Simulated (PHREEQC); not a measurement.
Solution (25 °C): 0.74 mol/kgw CaCl2 and 0.12 mol/kgw MgCl2. Closed to the air; pH follows from the charge balance.

Model: Pitzer model, pitzer.dat, run in PHREEQC.

No solid was allowed to form.

**Question.** Predict the activity of water, osmotic coefficient, density.

**Answer.** activity of water 0.954; osmotic coefficient 1.014; density 1.069 g/cm³.

Species that the database lacks are ignored.
